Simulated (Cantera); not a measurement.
Input: 1 mol CsOH, 7.7 mol H2, 0.17 mol H2O, equilibrated at 1400 °C and 0.100 bar.

Equilibrium computed with Cantera from the NASA thermochemical tables; the gas is ideal and each condensed phase is pure. Candidate condensed phases: Cs, CsOH, H2O; 15 gas species. Rates play no part.

Base state: H2 0.796, H2O 0.0950, Cs 0.0766, CsOH 0.0318, H 0.000321 (mole fractions); condensed: gas only.

Problem. What changes in the equilibrium state with this change: CsOH replaced by MgCO3?

Solution. 
```csv
species,before,after
H2,0.796,0.760
H2O,0.0950,0.126
CO,0,0.107
Cs,0.0766,0
CsOH,0.0318,0
CO2,0,0.00540
H,0.000321,0.000314
"MgO(s), mol",0,1.000
```
Further candidate phases: C, C6H6, C7H8, C8H18, Mg, MgCO3, MgO, Mg(OH)2.

Problem. What changes in the equilibrium state with this change: temperature from 1400 °C to 1025 °C?

Solution. 
| species | before | after |
|---|---|---|
| H2 | 0.796 | 0.827 |
| CsOH | 0.0318 | 0.0666 |
| H2O | 0.0950 | 0.0624 |
| Cs | 0.0766 | 0.0436 |
| Cs2(OH)2 | 1.35e-7 | 2.13e-5 |
| H | 0.000321 | 3.08e-6 |
